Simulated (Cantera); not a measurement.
A closed system holds: 1 mol SiH₂Cl₂, 0.14 mol C₂H₂, 430 mol H₂, 0.077 mol C₃H₈, equilibrated at 0.840 bar.

Cantera equilibrium calculation (NASA polynomials, part measured and part estimated; ideal gas, pure solids and liquids). Candidate condensed phases: C, C₆H₆, C₇H₈, C₈H₁₈, Si, SiC; 109 gas species. Mutual solubility and eutectic melting of coexisting phases are not modelled. Gases not in the tables: Si₂H₆ and higher silanes. Equilibrium is a limit: real reactors are often held back by kinetics, nucleation or transport.

Q: Which condensed phases are stable at each of these points (T (K)): 1000, 1100, 1200, 1300, 1400, 1500, 1600, 1700, 1800, 1900, 2000, 2100, 2200?

A: 
| T (K) | condensed phases | Si condensed (%) |
|---|---|---|
| 1000 | Si(s) + SiC(s) | 68.8 |
| 1100 | Si(s) + SiC(s) | 87.0 |
| 1200 | Si(s) + SiC(s) | 94.9 |
| 1300 | Si(s) + SiC(s) | 96.7 |
| 1400 | Si(s) + SiC(s) | 97.0 |
| 1500 | Si(s) + SiC(s) | 96.9 |
| 1600 | Si(s) + SiC(s) | 96.6 |
| 1700 | Si(l) + SiC(s) | 96.0 |
| 1800 | Si(l) + SiC(s) | 95.5 |
| 1900 | Si(l) + SiC(s) | 93.7 |
| 2000 | Si(l) + SiC(s) | 89.1 |
| 2100 | Si(l) + SiC(s) | 78.6 |
| 2200 | Si(l) + SiC(s) | 54.7 |

From 1000 K to 1600 K the condensed part is Si(s) + SiC(s). From 1700 K to 2200 K the condensed part is Si(l) + SiC(s).
